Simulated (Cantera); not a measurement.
Cantera run:

```python
import numpy as np
import cantera as ct

gas_names = """
    CL CLO CL2 N NO NO2 NO3 N2 N2O O O2 O3 Si SiCL SiCL2 SiCL3 SiCL4 SiN SiO SiO2 Si2 Si2N Si3
""".split()
cond_names = """
    Si(cr) Si(L) SiO2(Lqz) SiO2(hqz) SiO2(L) Si2N2O(s) Si3N4(a)
""".split()


def load(file, names, dense=False):
    # The tables refer to 1 bar. Condensed volumes are neglected.
    table = {s.name: s for s in ct.Species.list_from_file(file)}
    out = []
    for n in names:
        d = dict(table[n].input_data)
        d["thermo"] = dict(d["thermo"], **{"reference-pressure": 1e5})
        if dense:
            d["equation-of-state"] = {"model": "constant-volume", "density": "1e6 g/cm^3"}
        out.append(ct.Species.from_dict(d))
    return out


gas = ct.Solution(thermo="ideal-gas", species=load("nasa_gas.yaml", gas_names))
cond = {s.name: ct.Solution(thermo="fixed-stoichiometry", species=[s], name=s.name)
        for s in load("nasa_condensed.yaml", cond_names, dense=True)}
atoms = {
    'SiCl4': {'Si': 1, 'CL': 4},
    'O2': {'O': 2},
    'N2': {'N': 2},
}
top_T = {'Si2N2O(s)': 2100, 'Si3N4(a)': 2400}  # K; cautious upper limits of use, not melting points


def equilibrate(T, P, feed):
    n = {}
    for name, mol in feed.items():
        for a, k in atoms[name].items():
            n[a] = n.get(a, 0.0) + k * mol
    gas.TPX = T, P, n
    mass = sum(n.values()) * gas.mean_molecular_weight
    gas.equilibrate("TP")
    valid = [c for c in cond.values() if c.min_temp <= T <= top_T.get(c.name, c.max_temp)]
    mix = ct.Mixture([(gas, mass / gas.mean_molecular_weight)] + [(c, 0.0) for c in valid])
    mix.T, mix.P = T, P
    mix.equilibrate("TP", solver="vcs", rtol=1e-11, max_steps=5000)
    return mix


results = []
T = 1825  # K
P = 240  # Pa
for m in [0.31, 0.45, 0.66, 0.96, 1.4, 2, 2.9, 4.2, 6.2, 8.9, 13, 19]:
    feed = {'SiCl4': 1, 'O2': m, 'N2': 5.7}  # mol
    mix = equilibrate(T, P, feed)
    results.append((T, P, feed, dict(zip(mix.species_names, mix.species_moles))))
    x = sorted(zip(gas.X, gas.species_names), reverse=True)
    print(f"T = {T:g} K  P = {P:g} Pa  n(O2) = {m:g} mol  gas = {mix.phase_moles(0):.4g} mol")
    print("   x: " + "  ".join(f"{s} {v:.3e}" for v, s in x if v > 1e-06))
    print("   condensed (mol): " + ("  ".join(f"{mix.phase(i).name} {mix.phase_moles(i):.4g}"
          for i in range(1, mix.n_phases) if mix.phase_moles(i) > 1e-12) or "none"))
```

Output:

```
T = 1825 K  P = 240 Pa  n(O2) = 0.31 mol  gas = 9.085 mol
   x: N2 6.274e-01  CL 2.729e-01  SiO 4.455e-02  SiCL4 2.091e-02  SiCL2 1.740e-02  SiCL3 1.537e-02  CL2 1.420e-03  SiO2 3.850e-06  SiCL 1.016e-06
   condensed (mol): SiO2(L) 0.1076
T = 1825 K  P = 240 Pa  n(O2) = 0.45 mol  gas = 9.166 mol
   x: N2 6.219e-01  CL 2.992e-01  SiO 3.449e-02  SiCL4 1.809e-02  SiCL2 1.253e-02  SiCL3 1.213e-02  CL2 1.706e-03  SiO2 3.850e-06
   condensed (mol): SiO2(L) 0.2919
T = 1825 K  P = 240 Pa  n(O2) = 0.66 mol  gas = 9.352 mol
   x: N2 6.095e-01  CL 3.411e-01  SiO 2.164e-02  SiCL4 1.204e-02  SiCL3 7.082e-03  SiCL2 6.415e-03  CL2 2.218e-03  SiO2 3.850e-06
   condensed (mol): SiO2(L) 0.5588
T = 1825 K  P = 240 Pa  n(O2) = 0.96 mol  gas = 9.672 mol
   x: N2 5.894e-01  CL 4.012e-01  SiO 4.508e-03  CL2 3.068e-03  SiCL4 9.997e-04  SiCL3 4.999e-04  SiCL2 3.850e-04  NO 3.869e-06  SiO2 3.850e-06  O 1.423e-06
   condensed (mol): SiO2(L) 0.9381
T = 1825 K  P = 240 Pa  n(O2) = 1.4 mol  gas = 10.07 mol
   x: N2 5.650e-01  CL 3.912e-01  O2 3.855e-02  CL2 2.917e-03  NO 1.640e-03  O 6.159e-04  CLO 6.550e-05  SiO 1.042e-05  SiO2 3.850e-06
   condensed (mol): SiO2(L) 0.9999
T = 1825 K  P = 240 Pa  n(O2) = 2 mol  gas = 10.68 mol
   x: N2 5.326e-01  CL 3.693e-01  O2 9.191e-02  CL2 2.601e-03  NO 2.458e-03  O 9.509e-04  CLO 9.549e-05  SiO 6.745e-06  SiO2 3.850e-06
   condensed (mol): SiO2(L) 0.9999
T = 1825 K  P = 240 Pa  n(O2) = 2.9 mol  gas = 11.58 mol
   x: N2 4.906e-01  CL 3.408e-01  O2 1.618e-01  NO 3.130e-03  CL2 2.215e-03  O 1.262e-03  CLO 1.169e-04  SiO 5.084e-06  SiO2 3.850e-06
   condensed (mol): SiO2(L) 0.9999
T = 1825 K  P = 240 Pa  n(O2) = 4.2 mol  gas = 12.89 mol
   x: N2 4.405e-01  CL 3.067e-01  O2 2.457e-01  NO 3.655e-03  CL2 1.793e-03  O 1.555e-03  CLO 1.296e-04  SiO 4.126e-06  SiO2 3.850e-06
   condensed (mol): SiO2(L) 0.9999
T = 1825 K  P = 240 Pa  n(O2) = 6.2 mol  gas = 14.89 mol
   x: N2 3.807e-01  O2 3.462e-01  CL 2.658e-01  NO 4.033e-03  O 1.845e-03  CL2 1.346e-03  CLO 1.333e-04  SiO2 3.850e-06  SiO 3.476e-06
   condensed (mol): SiO2(L) 0.9999
T = 1825 K  P = 240 Pa  n(O2) = 8.9 mol  gas = 17.6 mol
   x: O2 4.456e-01  N2 3.218e-01  CL 2.252e-01  NO 4.207e-03  O 2.094e-03  CL2 9.669e-04  CLO 1.282e-04  SiO2 3.850e-06  SiO 3.063e-06
   condensed (mol): SiO2(L) 0.9999
T = 1825 K  P = 240 Pa  n(O2) = 13 mol  gas = 21.71 mol
   x: O2 5.494e-01  N2 2.604e-01  CL 1.829e-01  NO 4.202e-03  O 2.325e-03  CL2 6.374e-04  CLO 1.156e-04  SiO2 3.850e-06  SiO 2.759e-06
   condensed (mol): SiO2(L) 0.9999
T = 1825 K  P = 240 Pa  n(O2) = 19 mol  gas = 27.72 mol
   x: O2 6.460e-01  N2 2.036e-01  CL 1.434e-01  NO 4.029e-03  O 2.521e-03  CL2 3.921e-04  CLO 9.829e-05  SiO2 3.850e-06  SiO 2.544e-06
   condensed (mol): SiO2(L) 0.9998
```

Equilibrium computed with Cantera from the NASA thermochemical tables; the gas is ideal and each condensed phase is pure. The tables' values for SiCl3 are old estimates; treat these amounts as uncertain. The tables hold silica as quartz up to 1696 K and as liquid above; real silica turns to tridymite and cristobalite and melts near 1996 K.
